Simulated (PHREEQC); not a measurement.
Make-up at 20 °C: 150 mmol/kgw NaH2PO4 and 0.12 mmol/kgw K2HPO4. Closed to the air; pH follows from the charge balance.

Model: ion-association model, phreeqc.dat, run in PHREEQC.

Precipitation was switched off in this run.

Question: Predict the pH.

Answer: pH 4.47.
